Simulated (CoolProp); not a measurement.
A simple Rankine cycle with neopentane: condensing at 327.15 K, boiler at 1.88 MPa, turbine inlet 441.4 K, turbine efficiency 0.85, pump efficiency 0.8, no recuperator. Each further row changes one setting.

The numbers come from the reference Helmholtz-energy equation of state, Lemmon 2006 in CoolProp. It is a short technical equation, of lower accuracy than the large ones.

| case | thermal efficiency (%) | net work (kJ/kg) | heat in (kJ/kg) | turbine exit temperature (K) | volume ratio over the turbine |
|---|---|---|---|---|---|
| as stated | 10.8 | 52.8 | 489 | 403.4 | 5.28 |
| turbine inlet 461.4 K | 10.5 | 57.0 | 542 | 424.7 | 5.12 |
| condensing temperature 319.15 K | 11.9 | 60.6 | 509 | 399.1 | 6.54 |
| boiler pressure 1.32 MPa | 8.6 | 43.6 | 504 | 414.0 | 3.49 |
| turbine efficiency 0.75 | 9.4 | 46.2 | 489 | 406.3 | 5.33 |
